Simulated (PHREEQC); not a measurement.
PHREEQC input (ion-association model, wateq4f.dat):

```
SOLUTION_MASTER_SPECIES
  Amm  AmmH+  0  AmmH  17.031  # ammonia with no redox link, constants of NH4+
SOLUTION_SPECIES
  AmmH+ = AmmH+
    -log_k 0
  AmmH+ = Amm + H+
    -log_k -9.252
    -delta_h 12.48 kcal
    -analytic 0.6322 -0.001225 -2835.76
    -gamma 2.5 0.0
  AmmH+ + SO4-2 = AmmHSO4-
    -log_k 1.11
    -gamma 5.0 0.0
PHASES
  Amm(g)
    Amm = Amm
    -log_k 1.770
    -delta_h -8.170 kcal
EXCHANGE_SPECIES
  AmmH+ + X- = AmmHX
    -log_k 0.6
SOLUTION 1
  temp 25
  units mol/kgw
  pH 7 charge
END
SELECTED_OUTPUT 1
  -reset false
  -pH true
  -pe true
  -ionic_strength true
  -water true
  -totals Amm Ca F
  -molalities H+ Ca+2 F- CaOH+ O2 OH- CaF+ HF HF2- H2F2
    AmmH+ Amm
  -equilibrium_phases Fluorite
  -saturation_indices Portlandite
PRINT
  -reset false
USE solution 1
REACTION 1
  Amm 1
  0 0.00208 0.00417 0.00625 0.00833 0.0104 0.0125 0.0146 0.0167 0.0187 0.0208 0.0229 0.025 moles
EQUILIBRIUM_PHASES 1
  Fluorite 0 0.1
  O2(g) -0.68 10
END
```

Selected output (columns that matter, 13 of 13 rows; NH3 added (mol) added in front):

```
NH3 added (mol)	pH	mu	Amm	Ca	F	m_H+	m_Ca+2	m_F-	m_OH-	Fluorite	si_Portlandite
0	7.0948	0.00058491	0	0.00019534	0.00039068	8.2559e-08	0.00019475	0.00039004	1.28e-07	0.099805	-12.368
0.00208	10.26	0.00077738	0.00208	0.00019707	0.00039415	5.6688e-11	0.00019594	0.00039356	0.00018788	0.099803	-6.0429
0.00417	10.417	0.00086154	0.00417	0.00019778	0.00039555	3.9541e-11	0.00019641	0.00039496	0.00027017	0.099802	-5.7305
0.00625	10.507	0.00092591	0.00625	0.00019829	0.00039658	3.2135e-11	0.00019675	0.00039599	0.00033317	0.099802	-5.5506
0.00833	10.571	0.00098027	0.0083301	0.00019871	0.00039743	2.7758e-11	0.00019702	0.00039683	0.00038641	0.099801	-5.4237
0.0104	10.62	0.001028	0.0104	0.00019908	0.00039815	2.4798e-11	0.00019726	0.00039756	0.00043318	0.099801	-5.3261
0.0125	10.661	0.0010718	0.0125	0.0001994	0.0003988	2.2592e-11	0.00019746	0.00039821	0.00047613	0.099801	-5.2454
0.0146	10.696	0.0011121	0.0146	0.0001997	0.00039939	2.0886e-11	0.00019765	0.0003988	0.00051565	0.0998	-5.1774
0.0167	10.725	0.0011496	0.0167	0.00019997	0.00039993	1.9516e-11	0.00019782	0.00039934	0.00055246	0.0998	-5.1187
0.0187	10.75	0.0011832	0.0187	0.0002002	0.00040041	1.8435e-11	0.00019796	0.00039982	0.00058544	0.0998	-5.0694
0.0208	10.774	0.0012166	0.0208	0.00020044	0.00040087	1.7473e-11	0.00019811	0.00040028	0.00061826	0.0998	-5.023
0.0229	10.795	0.0012484	0.0229	0.00020066	0.00040131	1.6648e-11	0.00019824	0.00040072	0.00064948	0.099799	-4.9812
0.025	10.814	0.0012788	0.025	0.00020086	0.00040173	1.593e-11	0.00019837	0.00040114	0.00067933	0.099799	-4.943
```

Complexes and solids missing from the database can't appear.
